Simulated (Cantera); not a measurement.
Feed: 1 mol PbS, 0.43 mol H₂, at 1898.15 K and 683 Torr.

Method: chemical equilibrium by Gibbs-energy minimisation in Cantera with the NASA 1993 tables (ideal gas, pure condensed phases). Candidate condensed phases: Pb, PbS, S; 10 gas species. Kinetics and transport are ignored.

Base state: PbS 0.556, H₂ 0.250, Pb 0.115, S₂ 0.0368, H₂S 0.0361, SH 0.00540, H 0.000410, S 0.000317 (mole fractions); condensed: gas only.

Question: What changes in the equilibrium state with this change: pressure from 683 Torr to 10.0 Torr?

Answer: 
| species | before | after |
|---|---|---|
| PbS | 0.556 | 0.314 |
| Pb | 0.115 | 0.285 |
| H₂ | 0.250 | 0.243 |
| S₂ | 0.0368 | 0.131 |
| H₂S | 0.0361 | 0.00804 |
| SH | 0.00540 | 0.0101 |
| S | 0.000317 | 0.00494 |
| Pb₂ | 7.23e-5 | 6.48e-6 |
| H | 0.000410 | 0.00334 |
